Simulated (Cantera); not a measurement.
Input (Python, Cantera) and output of one run.

```python
import numpy as np
import cantera as ct

gas_names = """
    C CH CH2 CH3 CH2OH CH3O CH4 CH3OH CO CO2 COOH C2 C2H CHCO,ketyl C2H2,acetylene C2H2,vinylidene
    CH2CO,ketene C2H3,vinyl CH3CO,acetyl C2H4 C2H4O,ethylen CH3CHO,ethanal CH3COOH (HCOOH)2 C2H5 C2H6
    CH3OCH3 C2H5OH C2O C3 C3H3,propargyl C3H4,allene C3H4,propyne C3H4,cyclo- C3H5,allyl C3H6,propylene
    C3H6,cyclo- C3H6O C3H7,n-propyl C3H7,i-propyl C3H8 C3H8O,1propanol C3H8O,2propanol C3O2 C4 C4H2
    C4H4,1,3-cyclo- C4H6,butadiene C4H6,2-butyne C4H6,cyclo- C4H8,1-butene C4H8,cis2-buten
    C4H8,tr2-butene C4H8,isobutene C4H8,cyclo- (CH3COOH)2 C4H9,n-butyl C4H9,i-butyl C4H9,s-butyl
    C4H9,t-butyl C4H10,isobutane C4H10,n-butane C5 C5H6,1,3cyclo- C5H8,cyclo- C5H10,1-pentene
    C5H10,cyclo- C5H11,pentyl C5H11,t-pentyl C5H12,n-pentane C5H12,i-pentane CH3C(CH3)2CH3 C6H2
    C6H5,phenyl C6H5O,phenoxy C6H6 C6H5OH,phenol C6H10,cyclo- C6H12,1-hexene C6H12,cyclo- C6H13,n-hexyl
    C7H7,benzyl C7H8 C7H8O,cresol C7H14,1-heptene C7H15,n-heptyl C7H16,n-heptane C8H8,styrene
    C8H10,ethylbenz C8H16,1-octene C8H17,n-octyl C8H18,isooctane C8H18,n-octane C9H19,n-nonyl
    C10H8,naphthale C10H21,n-decyl C12H9,o-bipheny C12H10,bipheny H HCO HO2 H2 HCHO,formaldehy HCOOH H2O
    H2O2 O OH O2 O3
""".split()
cond_names = """
    C(gr) C6H6(L) C7H8(L) C8H18(L),n-octa H2O(s) H2O(L)
""".split()


def load(file, names, dense=False):
    # The tables refer to 1 bar. Condensed volumes are neglected.
    table = {s.name: s for s in ct.Species.list_from_file(file)}
    out = []
    for n in names:
        d = dict(table[n].input_data)
        d["thermo"] = dict(d["thermo"], **{"reference-pressure": 1e5})
        if dense:
            d["equation-of-state"] = {"model": "constant-volume", "density": "1e6 g/cm^3"}
        out.append(ct.Species.from_dict(d))
    return out


gas = ct.Solution(thermo="ideal-gas", species=load("nasa_gas.yaml", gas_names))
cond = {s.name: ct.Solution(thermo="fixed-stoichiometry", species=[s], name=s.name)
        for s in load("nasa_condensed.yaml", cond_names, dense=True)}
atoms = {
    'toluene': {'C': 7, 'H': 8},
    'H2O': {'H': 2, 'O': 1},
}
top_T = {'C(gr)': 4500}  # K; cautious upper limits of use, not melting points


def equilibrate(T, P, feed):
    n = {}
    for name, mol in feed.items():
        for a, k in atoms[name].items():
            n[a] = n.get(a, 0.0) + k * mol
    gas.TPX = T, P, n
    mass = sum(n.values()) * gas.mean_molecular_weight
    gas.equilibrate("TP")
    valid = [c for c in cond.values() if c.min_temp <= T <= top_T.get(c.name, c.max_temp)]
    mix = ct.Mixture([(gas, mass / gas.mean_molecular_weight)] + [(c, 0.0) for c in valid])
    mix.T, mix.P = T, P
    mix.equilibrate("TP", solver="vcs", rtol=1e-11, max_steps=5000)
    return mix


results = []
feed = {'toluene': 1, 'H2O': 0.58}  # mol
T = 1525  # K
P = 970  # Pa
mix = equilibrate(T, P, feed)
results.append((T, P, feed, dict(zip(mix.species_names, mix.species_moles))))
print(gas.report(threshold=1e-06))
for i in range(1, mix.n_phases):
    print(f"{mix.phase(i).name:16s} {mix.phase_moles(i):12.5e} mol")
```

Result:

```
       temperature   1525 K
          pressure   970 Pa
           density   0.00037775 kg/m^3
  mean mol. weight   4.9378 kg/kmol
   phase of matter   gas

                          1 kg             1 kmol
                     ---------------   ---------------
          enthalpy        5.0742e+06        2.5055e+07  J
   internal energy        2.5064e+06        1.2376e+07  J
           entropy             46322        2.2873e+05  J/K
    Gibbs function       -6.5567e+07       -3.2376e+08  J
 heat capacity c_p            6635.8             32766  J/K
 heat capacity c_v              4952             24452  J/K

                      mass frac. Y      mole frac. X     chem. pot. / RT
                     ---------------   ---------------   ---------------
               CH4         5.661e-05        1.7424e-05           -49.033
                CO           0.63755           0.11239           -42.354
    C2H2,acetylene        5.6575e-05        1.0729e-05           -27.847
                 H        4.6189e-05        0.00022626           -11.703
                H2           0.36229           0.88735           -23.406
               H2O        5.0764e-06        1.3914e-06            -63.54
     [ +104 minor]        9.8115e-07        1.7721e-07

C(gr)             6.41981e+00 mol
```

These are equilibrium values from Cantera (NASA tables, ideal gas, pure condensed phases), not measurements of a reactor.
